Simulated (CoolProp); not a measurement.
Properties of R410A at several states.

Model: reference Helmholtz-energy equation of state, Lemmon 2003, in CoolProp. It is a pseudo-pure fit of the blend.

```json
[
 {"T (K)": "304.3", "p (MPa)": "2.88", "phase": "liquid", "cp (kJ/(kg K))": "1.737", "speed of sound (m/s)": "413.0", "expansivity (1/kK)": "5.401", "Prandtl number": "2.30", "fugacity coefficient": "0.5350"},
 {"T (K)": "261.3", "p (MPa)": "0.0399", "phase": "gas", "cp (kJ/(kg K))": "0.7629", "speed of sound (m/s)": "186.9", "expansivity (1/kK)": "3.955", "Prandtl number": "0.807", "fugacity coefficient": "0.9916"},
 {"T (K)": "420", "p (MPa)": "0.145", "phase": "gas", "cp (kJ/(kg K))": "0.9950", "speed of sound (m/s)": "232.4", "expansivity (1/kK)": "2.429", "Prandtl number": "0.808", "fugacity coefficient": "0.9947"},
 {"T (K)": "441.3", "p (MPa)": "3.76", "phase": "gas", "cp (kJ/(kg K))": "1.164", "speed of sound (m/s)": "220.5", "expansivity (1/kK)": "3.524", "Prandtl number": "0.878", "fugacity coefficient": "0.8912"},
 {"T (K)": "469.1", "p (MPa)": "0.0265", "phase": "gas", "cp (kJ/(kg K))": "1.057", "speed of sound (m/s)": "245.4", "expansivity (1/kK)": "2.137", "Prandtl number": "0.819", "fugacity coefficient": "0.9994"}
]
```

Viscosity comes from a separate model (Geller 2000). Thermal conductivity comes from a separate model (Geller 2001).
